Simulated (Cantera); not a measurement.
A perfectly stirred reactor is fed with CH₄ : C₂H₆ : O₂ : N₂ = 1 : 0.43 : 4.55 : 17.1 (molar parts), equivalence ratio 0.77, at 0.987 atm; it is adiabatic with a 673 K inlet, and is followed from long to short residence time, starting on the burning branch (τ in s: 0.099, 0.046, 0.021, 0.0096, 0.0044, 0.002, 0.00092, 0.00042, 0.00019, 8.9e-05, 4.1e-05).

Model: GRI-Mech 3.0 (53 species, 325 reactions), integrated in Cantera.

Task: What does this change do: inlet temperature 673 to 725 K?

Result: 
```json
[
 {"quantity": "blow-out, bracketed by the residence times tried", "before": "burning at 89.0 µs, out at 41.0 µs", "after": "burning at 41.0 µs, the shortest tried"},
 {"quantity": "x(CH₄) at τ = 99.0 ms", "before": "1.38e-6", "after": "1.18e-6"},
 {"quantity": "x(C₂H₆) at τ = 99.0 ms", "before": "8.06e-8", "after": "6.82e-8"},
 {"quantity": "x(O₂) at τ = 99.0 ms", "before": "0.0443", "after": "0.0441"},
 {"quantity": "x(OH) at τ = 99.0 ms", "before": "0.00459", "after": "0.00512"},
 {"quantity": "x(H) at τ = 99.0 ms", "before": "0.000231", "after": "0.000289"},
 {"quantity": "x(CH₄) at τ = 2.00 ms", "before": "2.81e-5", "after": "2.58e-5"},
 {"quantity": "x(C₂H₆) at τ = 2.00 ms", "before": "2.71e-6", "after": "2.44e-6"},
 {"quantity": "x(O₂) at τ = 2.00 ms", "before": "0.0484", "after": "0.0485"},
 {"quantity": "x(OH) at τ = 2.00 ms", "before": "0.00809", "after": "0.00855"},
 {"quantity": "x(H) at τ = 2.00 ms", "before": "0.00186", "after": "0.00194"}
]
```
